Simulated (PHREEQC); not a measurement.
0.8 g of hydrous ferric oxide (600 m²/g; 0.2 weak and 0.005 strong sites per Fe, Dzombak-Morel constants, diffuse double layer) in 1 kg of water with 0.01 mol/kgw of an inert sodium salt and 1.3e-05 mol/kgw Na2SeO4, at 25 °C; the pH is set by adding NaOH or the inert anion's acid. Oxygen alone is held at its pressure in air (log pO2 = -0.68). The system is closed to CO2. Precipitation was switched off in this run.

Model: ion-association model, wateq4f.dat, run in PHREEQC.

| pH | Se sorbed (%) | surface charge σ (C/m²) | surface potential ψ (mV) |
|---|---|---|---|
| 3 | 100.0 | 0.322 | 201 |
| 3.5 | 100.0 | 0.274 | 195 |
| 4.5 | 100.0 | 0.159 | 169 |
| 5 | 99.9 | (withheld) | 151 |
| 5.5 | 99.4 | 0.076 | 131 |
| 6.5 | 82.3 | 0.030 | (withheld) |
| 7 | (withheld) | 0.017 | (withheld) |
| 7.5 | 7.7 | 0.008 | 34 |
| 8.5 | 0.1 | -0.005 | -22 |
| 9 | 0.0 | -0.013 | (withheld) |
| 9.5 | 0.0 | -0.024 | -75 |
| 10.5 | 0.0 | -0.065 | -123 |
| 11 | 0.0 | -0.100 | -143 |

Q: Fill in the missing entries.

A: 
- 5, surface charge σ (C/m²): 0.112
- 6.5, surface potential ψ (mV): 85
- 7, Se sorbed (%): 39.7
- 7, surface potential ψ (mV): 60
- 9, surface potential ψ (mV): -49

The oxide is taken as insoluble; below pH 4 it would dissolve.
